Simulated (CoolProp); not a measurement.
Oxygen at several states: fugacity coefficient from the reference equation and from simpler models built on Tc = 154.6 K, pc = 5046 kPa, ω = 0.022; each cubic takes its own stable root.

Model: reference Helmholtz-energy equation of state, Schmidt 1985, in CoolProp. Above 300 K oxygen's equation is extrapolated.

```json
[
 {"T (K)": "158.4", "p (kPa)": "25.7", "phase": "gas", "reference": "0.9984", "van der Waals": "0.9986", "Redlich-Kwong": "0.9984", "Soave-Redlich-Kwong": "0.9984", "Peng-Robinson": "0.9982"},
 {"T (K)": "620.9", "p (kPa)": "18300", "phase": "supercritical", "reference": "1.052", "van der Waals": "1.025", "Redlich-Kwong": "1.035", "Soave-Redlich-Kwong": "1.060", "Peng-Robinson": "1.039"},
 {"T (K)": "864.9", "p (kPa)": "599", "phase": "gas", "reference": "1.002", "van der Waals": "1.001", "Redlich-Kwong": "1.001", "Soave-Redlich-Kwong": "1.002", "Peng-Robinson": "1.001"},
 {"T (K)": "898.4", "p (kPa)": "23.9", "phase": "gas", "reference": "1.000", "van der Waals": "1.000", "Redlich-Kwong": "1.000", "Soave-Redlich-Kwong": "1.000", "Peng-Robinson": "1.000"},
 {"T (K)": "775", "p (kPa)": "21300", "phase": "supercritical", "reference": "1.062", "van der Waals": "1.040", "Redlich-Kwong": "1.045", "Soave-Redlich-Kwong": "1.067", "Peng-Robinson": "1.050"},
 {"T (K)": "194.8", "p (kPa)": "16700", "phase": "supercritical", "reference": "0.5817", "van der Waals": "0.5662", "Redlich-Kwong": "0.5853", "Soave-Redlich-Kwong": "0.5945", "Peng-Robinson": "0.5532"}
]
```
